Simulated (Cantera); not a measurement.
An isothermal plug-flow reactor at 950 K and 510 Torr (inlet), inlet velocity 3.8 m/s, active area per volume 120 1/m; feed CO : O2 : N2 = 0.015 : 0.049 : 0.79 (molar parts), equivalence ratio 0.15.

Cantera simulation using Deutschmann's 1995 Pt surface mechanism with GRI-Mech 3.0 gas chemistry; the numbers are that mechanism's predictions, not measurements. Catalytic surfaces can have several steady states; this one follows from the mechanism file's or the stated starting coverage. Mass transfer to the wall is taken as infinitely fast.

### Question
What does this change do: temperature 950 to 825 K?

### Answer
```
quantity                 before     after
----------------------  -------  --------
x(CO) at z = 0.033 m    2.56e-9  0.000289
x(O2) at z = 0.033 m     0.0490    0.0492
x(H2O) at z = 0.033 m    <1e-12    <1e-12
x(CO2) at z = 0.033 m    0.0177    0.0174
θ(free Pt) at the exit    0.198    0.0778
θ(O*) at the exit         0.802     0.922
```
